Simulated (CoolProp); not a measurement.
Vapour-liquid equilibrium of benzene (1) + dimethyl carbonate (2) at 362.9 K; x and y are mole fractions of (1).

Model: multi-fluid Helmholtz-energy mixture model, Thol 2012 and Zhou 2011; pair parameters Bell 2016, in CoolProp.

Give the bubble pressure and the first vapour's composition at x = 0.05, 0.5, 0.65. Is there an azeotrope?

x = 0.05: 0.1042 MPa, y = 0.085; x = 0.5: 0.1276 MPa, y = 0.573; x = 0.65: 0.1318 MPa, y = 0.694. No azeotrope shows between x = 0.05 and 0.95.

Pair parameters are fitted to limited data, so mixtures are less certain than the pure fluids.
